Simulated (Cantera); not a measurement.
Input: 1 mol Si2Cl6, 0.062 mol HCl, 57 mol N2, at 21.0 mbar.

Method: chemical equilibrium by Gibbs-energy minimisation in Cantera with the NASA 1993 tables (ideal gas, pure condensed phases). Candidate condensed phases: NH4Cl, Si, Si3N4; 28 gas species. The feed counts by its element totals alone. The tables' values for SiCl3 are old estimates; treat these amounts as uncertain. Kinetics and transport are ignored. All values below are at 1177 °C.

Base state: N2 0.965, SiCl2 0.0134, SiCl4 0.0134, SiCl3 0.00702, HCl 0.00105, Cl 5.51e-5 (mole fractions); condensed: gas only.

### Question
What changes in the equilibrium state with this change: Si2Cl6 replaced by Si3H8?

### Answer
```tsv
species	before	after
N2	0.965	0.931
H2	1.02e-6	0.0677
HCl	0.00105	0.00105
SiCl2	0.0134	4.58e-7
SiCl4	0.0134	<1e-9
SiCl3	0.00702	<1e-9
H	6.59e-8	1.70e-5
Si3N4(s), mol	0	1.000
```
N2 is the only nitrogen source here; it is nearly inert below about 1500 K, so the nitride shown seldom forms there in practice.
